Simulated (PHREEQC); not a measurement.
A solution holds 0.017 mol CdCl2 per kg of water, at 25 °C. Closed to the air; pH follows from the charge balance.

Model: ion-association model, phreeqc.dat, run in PHREEQC.

No solid was allowed to form.

**Question.** What pH does the model give?

**Answer.** pH 5.76.

**Question.** In which forms is Cl present?

**Answer.** Cl- 70 %, CdCl+ 26 %, CdCl2 3.7 % of the Cl.
